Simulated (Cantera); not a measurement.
Cantera run, input and output.

```python
import numpy as np
import cantera as ct

gas = ct.Solution("SiF4_NH3_mec.yaml", "gas")
gas.TPX = 1675, 2700, {'NH3': 1, 'N2': 0.11}
inlet = ct.Reservoir(gas, clone=True)

reactor = ct.IdealGasConstPressureReactor(gas, energy="off", clone=False)
exhaust = ct.Reservoir(gas, clone=True)
tau = [2.9, 1.4, 0.62, 0.29, 0.13, 0.061, 0.028, 0.013, 0.006, 0.0028][0]
for a, b in ((inlet, reactor), (reactor, exhaust)):
    ct.MassFlowController(a, b, mdot=lambda t: reactor.mass / tau)
net = ct.ReactorNet([reactor])
show = ['NH3', 'N', 'NH2', 'NH', 'H', 'N2H4']

rows = []
print(f"{'tau/s':>10s}{'T/K':>9s}" + "".join(f"{s:>11s}" for s in show))
for tau in [2.9, 1.4, 0.62, 0.29, 0.13, 0.061, 0.028, 0.013, 0.006, 0.0028]:
    net.initial_time = 0.0
    net.advance(30 * tau)
    before = gas.X
    net.advance(40 * tau)
    drift = np.max(np.abs(gas.X - before) / (gas.X + 1e-9))
    rows.append([gas.T, *gas[show].X, drift])
    print(f"{tau:10.3e}{gas.T:9.1f}" + "".join(f"{x:11.3e}" for x in gas[show].X))
```

It prints:

```
     tau/s      T/K        NH3          N        NH2         NH          H       N2H4
 2.900e+00   1675.0  7.849e-01  4.159e-08  2.527e-04  1.550e-06  1.186e-05  1.913e-08
 1.400e+00   1675.0  8.410e-01  2.626e-08  2.688e-04  1.407e-06  6.117e-06  2.164e-08
 6.200e-01   1675.0  8.739e-01  1.297e-08  2.789e-04  1.211e-06  2.799e-06  2.329e-08
 2.900e-01   1675.0  8.885e-01  5.918e-09  2.793e-04  1.043e-06  1.298e-06  2.336e-08
 1.300e-01   1675.0  8.958e-01  2.355e-09  2.666e-04  8.795e-07  5.451e-07  2.128e-08
 6.100e-02   1675.0  8.989e-01  8.658e-10  2.342e-04  6.918e-07  2.174e-07  1.643e-08
 2.800e-02   1675.0  9.003e-01  2.360e-10  1.695e-04  4.158e-07  7.100e-08  8.613e-09
 1.300e-02   1675.0  9.007e-01  5.583e-11  9.298e-05  1.565e-07  2.540e-08  2.591e-09
 6.000e-03   1675.0  9.008e-01  1.641e-11  4.404e-05  4.134e-08  1.603e-08  5.795e-10
 2.800e-03   1675.0  9.009e-01  4.077e-12  2.062e-05  9.490e-09  1.431e-08  1.261e-10
```

Model: the gas-phase N/H chemistry of the illustrative SiF4/NH3 mechanism in the Surface Chemkin manual (1991), integrated in Cantera. Walls and surfaces, which speed up NH3 decomposition in real reactors, are not modelled.
